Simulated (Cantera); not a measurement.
**Premixed flame**

A freely propagating, adiabatic, planar premixed flame of H2 : O2 : N2 : H2O = 1 : 0.192 : 0.723 : 0.0047 (molar parts), equivalence ratio 2.6, unburnt at 375 K and 278 Torr; mixture-averaged transport, grid criteria slope 0.08 and curve 0.16, no radiation.

Cantera simulation using the H2/O2 subset of GRI-Mech 3.0, which has no nitrogen chemistry; the numbers are that mechanism's predictions, not measurements. Burning velocities carry a grid error of a few per cent, more on coarse grids.

| z (mm) | T (K) | u (m/s) | x H2 | x O2 | x HO2 | x O | x OH | x H2O |
|---|---|---|---|---|---|---|---|---|
| -4.30 | 375 | 3.43 | 0.521 | 0.100 | <1e-8 | <1e-8 | <1e-8 | 0.00245 |
| -2.87 | 375 | 3.43 | 0.521 | 0.100 | <1e-8 | <1e-8 | <1e-8 | 0.00245 |
| -2.15 | 375 | 3.43 | 0.521 | 0.100 | <1e-8 | <1e-8 | <1e-8 | 0.00245 |
| -1.43 | 375 | 3.43 | 0.521 | 0.100 | 6.78e-8 | <1e-8 | <1e-8 | 0.00245 |
| -0.717 | 402 | 3.65 | 0.517 | 0.100 | 0.000157 | 4.89e-6 | 4.68e-5 | 0.00322 |
| -0.358 | 665 | 5.88 | 0.485 | 0.0933 | 9.07e-5 | 0.000147 | 0.000444 | 0.0246 |
| 0 | 1035 | 8.91 | 0.405 | 0.0641 | 3.16e-5 | 0.00143 | 0.000763 | 0.0908 |
| 0.358 | 1276 | 11.0 | 0.327 | 0.0182 | 8.19e-6 | 0.00156 | 0.00130 | 0.179 |
| 0.717 | 1377 | 11.8 | 0.306 | 0.00293 | 1.25e-6 | 0.000538 | 0.00116 | 0.209 |
| 1.43 | 1468 | 12.5 | 0.309 | 0.000168 | 6.79e-8 | 0.000255 | 0.00125 | 0.216 |
| 2.87 | 1562 | 13.2 | 0.318 | 6.39e-5 | 2.62e-8 | 0.000203 | 0.00135 | 0.217 |
| 5.74 | 1657 | 13.9 | 0.327 | 4.26e-5 | 1.78e-8 | 0.000141 | 0.00132 | 0.219 |
| 11.5 | 1741 | 14.5 | 0.336 | 2.40e-5 | 1.08e-8 | 8.15e-5 | 0.00114 | 0.221 |
x: mole fraction of selected species; z is measured from the peak of heat release.

| Property | Result |
|---|---|
| laminar burning velocity | 343 cm/s |
| thermal thickness | 1.43 mm |
| peak x(HO2) | 0.000200 |
| peak x(O) | 0.00196 |
| peak x(OH) | 0.00136 |
| grid points | 131 |
